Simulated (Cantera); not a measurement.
**Thermodynamics of fluorocarbon and chlorocarbon gases, feed CF4 + H2 + CH4**

Input: 1 mol CF4, 0.19 mol H2, 0.025 mol CH4, equilibrated at 41.0 Pa.

Cantera equilibrium calculation (NASA polynomials, part measured and part estimated; ideal gas, pure solids and liquids). Candidate condensed phases: C, C6H6, C7H8, C8H18; 95 gas species. The numbers say what is thermodynamically allowed, not how fast it happens.

```tsv
T (K)	log p F	log p C	log p HF	log p H	log p C3	log p CF	log p C2	log p CF2
2873	-3.50	-5.03	-4.42	-5.19	-4.69	-4.75	-5.51	-6.13
2923	-3.50	-4.90	-4.46	-5.04	-4.72	-4.79	-5.44	-6.34
2973	-3.50	-4.78	-4.51	-4.91	-4.76	-4.84	-5.38	-6.54
3023	-3.50	-4.67	-4.58	-4.80	-4.81	-4.89	-5.33	-6.75
3073	-3.51	-4.57	-4.66	-4.71	-4.88	-4.95	-5.30	-6.95
3123	-3.51	-4.48	-4.75	-4.64	-4.96	-5.01	-5.28	-7.16
3173	-3.51	-4.39	-4.86	-4.59	-5.07	-5.08	-5.28	-7.37
3223	-3.51	-4.33	-4.97	-4.55	-5.21	-5.15	-5.30	-7.58
3273	-3.52	-4.27	-5.09	-4.52	-5.38	-5.24	-5.34	-7.80
3323	-3.52	-4.23	-5.22	-4.50	-5.57	-5.33	-5.40	-8.02
3373	-3.52	-4.20	-5.35	-4.49	-5.78	-5.43	-5.48	-8.25
3423	-3.52	-4.17	-5.47	-4.48	-6.02	-5.54	-5.57	-8.47
```
log p: log10 of the partial pressure in bar; nothing condenses.

From 2873 K to 3423 K nothing is condensed. The main C-bearing gas is C3 at 2873 K and C at 3423 K.
